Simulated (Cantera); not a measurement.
A closed system holds: 1 mol AlBr₃, 21 mol N₂O, 730 mol N₂, at 1525 K and 0.133 bar.

Equilibrium computed with Cantera from the NASA thermochemical tables; the gas is ideal and each condensed phase is pure. Candidate condensed phases: Al, AlBr₃, AlN, Al₂O₃, Br₂; 21 gas species. The numbers say what is thermodynamically allowed, not how fast it happens.

Base state: N₂ 0.983, O₂ 0.0126, Br 0.00389, NO 0.000377, Br₂ 1.74e-5 (mole fractions); condensed: Al₂O₃(s).

### Question
What changes in the equilibrium state with this change: temperature from 1525 K to 1973.15 K?

### Answer
| species | before | after |
|---|---|---|
| N₂ | 0.983 | 0.982 |
| O₂ | 0.0126 | 0.0117 |
| Br | 0.00389 | 0.00393 |
| NO | 0.000377 | 0.00188 |
| O | 1.74e-6 | 0.000161 |
| Br₂ | 1.74e-5 | 4.88e-7 |
| Al₂O₃(s), mol | 0.500 | 0.500 |
